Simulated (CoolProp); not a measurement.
The numbers come from the reference Helmholtz-energy equation of state, de Reuck 1990 in CoolProp.

Q: Give the vapour pressure (MPa), liquid cp (kJ/(kg K)), surface tension (mN/m) of saturated fluorine at -145.65, -131.15 °C.

A: 
```
T (°C)   p (MPa)  liquid cp (kJ/(kg K))  surface tension (mN/m)
-------  -------  ---------------------  ----------------------
-145.65     2.43                   2.14                    2.92
-131.15     4.72                   7.82                   0.273
```

Surface tension comes from a separate correlation (Mulero 2012).
